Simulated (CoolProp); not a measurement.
A closed Brayton cycle with dry air: compressor inlet 318.15 K and 7.6 MPa, high pressure 26.3 MPa, turbine inlet 665 K, compressor efficiency 0.8, turbine efficiency 0.85, recuperator effectiveness 0.95 (on enthalpy, no pinch check). Each further row changes one setting.

Model: reference Helmholtz-energy equation of state, Lemmon 2000, in CoolProp. It is a pseudo-pure fit of the blend.

```json
[
 {"case": "as stated", "thermal efficiency (%)": "0.9", "net work (kJ/kg)": "1.67", "compressor to turbine work": "0.99", "compressor exit (K)": "488.3", "turbine exit (K)": "500.5"},
 {"case": "turbine inlet 615 K", "thermal efficiency (%)": "-8.7", "net work (kJ/kg)": "-12.3", "compressor to turbine work": "1.1", "compressor exit (K)": "488.3", "turbine exit (K)": "461.1"},
 {"case": "compressor inlet 328.15 K", "thermal efficiency (%)": "[?]", "net work (kJ/kg)": "-4.33", "compressor to turbine work": "[?]", "compressor exit (K)": "503.5", "turbine exit (K)": "500.5"},
 {"case": "high pressure 22.4 MPa", "thermal efficiency (%)": "[?]", "net work (kJ/kg)": "9.05", "compressor to turbine work": "0.94", "compressor exit (K)": "462.8", "turbine exit (K)": "519.0"},
 {"case": "recuperator effectiveness 0.5", "thermal efficiency (%)": "0.9", "net work (kJ/kg)": "1.67", "compressor to turbine work": "0.99", "compressor exit (K)": "488.3", "turbine exit (K)": "500.5"}
]
```

Question: Some entries are withheld; supply them.

Answer: 
- compressor inlet 328.15 K, thermal efficiency (%): -2.4
- compressor inlet 328.15 K, compressor to turbine work: 1.0
- high pressure 22.4 MPa, thermal efficiency (%): 5.4
